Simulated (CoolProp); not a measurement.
CF4 (R14) along the isotherm 253.1 K: density (kg/m³) from the reference equation and from simpler models built on Tc = 227.4 K, pc = 3.762 MPa, ω = 0.178; each cubic takes its own stable root.

Values from CoolProp's reference Helmholtz-energy equation of state, Platzer 1990. This equation is an older, rougher fit; its heat capacities, sound speeds and derivatives of the liquid may be far off and weren't checked against measurements.

```
p (MPa)          phase  reference  ideal gas  Redlich-Kwong
-------  -------------  ---------  ---------  -------------
0.0297             gas      1.244      1.242          1.244
0.0564             gas      2.367      2.359          2.367
0.107              gas      4.506      4.475          4.507
0.203              gas      8.603      8.489          8.606
0.384              gas      16.47      16.06          16.48
0.728              gas      31.98      30.44          32.03
1.38               gas      63.62      57.71          63.84
2.62               gas      134.3      109.6          135.7
4.96     supercritical      341.6      207.4          353.8
9.41     supercritical      872.9      393.5          830.6
```
